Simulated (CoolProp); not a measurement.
A single-stage vapour-compression cycle with the fluid: evaporating at 281.15 K (dew point), condensing at 340.15 K (bubble point), superheat 2 K, subcooling 8 K, compressor efficiency 0.6, no pressure losses. The same conditions are run with several fluids, on thermodynamics alone (safety and materials aside).

Values from CoolProp's reference Helmholtz-energy equation of state of each fluid (R115: Lemmon 2016; R245ca: Zhou 2016; R1336mzz(E): Akasaka 2023; fluoroethane (R161): Wu 2012; n-perfluoropentane: Gao 2022; n-perfluorobutane: Gao 2022).

| fluid | cooling COP | pressure ratio | discharge temperature (K) | refrigerating effect (kJ/kg) | volumetric capacity (kJ/m³) |
|---|---|---|---|---|---|
| R115 | 1.64 | 4.25 | 347.2 | 47.3 | 2040 |
| R245ca | 2.31 | 8.12 | 355.8 | 144 | 416 |
| R1336mzz(E) | 2.11 | 6.74 | 345.6 | 90.8 | 677 |
| fluoroethane (R161) | 2.18 | 4.47 | 385.5 | 250 | 3240 |
| n-perfluoropentane | 1.79 | 7.81 | 340.2 | 43.9 | 238 |
| n-perfluorobutane | 1.57 | 5.73 | 340.1 | 36.6 | 587 |

The compression ends wet for: n-perfluoropentane; n-perfluorobutane.
